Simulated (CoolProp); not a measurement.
A single-stage vapour-compression cycle with cis-2-butene: evaporating at 249.15 K (dew point), condensing at 302.15 K (bubble point), superheat 2 K, subcooling 8 K, compressor efficiency 0.65, no pressure losses. Each further row changes one setting.

Values from CoolProp's reference Helmholtz-energy equation of state, Lemmon 2005. It is a short technical equation, of lower accuracy than the large ones.

| case | cooling COP | pressure ratio | discharge temperature (K) | refrigerating effect (kJ/kg) | volumetric capacity (kJ/m³) |
|---|---|---|---|---|---|
| as stated | 2.68 | 7.92 | 344.4 | 346 | 290 |
| evaporating temperature 254.15 K | (withheld) | 6.24 | (withheld) | 352 | (withheld) |
| condensing temperature 297.15 K | 3.02 | 6.75 | (withheld) | 357 | 299 |
| subcooling 13 K | 2.77 | 7.92 | 344.4 | 357 | 299 |
| superheat 12 K | 2.68 | 7.92 | (withheld) | 359 | 289 |
| compressor efficiency 0.55 | 2.27 | 7.92 | (withheld) | 346 | 290 |

### Question
Some entries are withheld; supply them.

### Answer

- evaporating temperature 254.15 K, cooling COP: 3.08
- evaporating temperature 254.15 K, discharge temperature (K): 339.2
- evaporating temperature 254.15 K, volumetric capacity (kJ/m³): 368
- condensing temperature 297.15 K, discharge temperature (K): 337.2
- superheat 12 K, discharge temperature (K): 355.3
- compressor efficiency 0.55, discharge temperature (K): 358.2
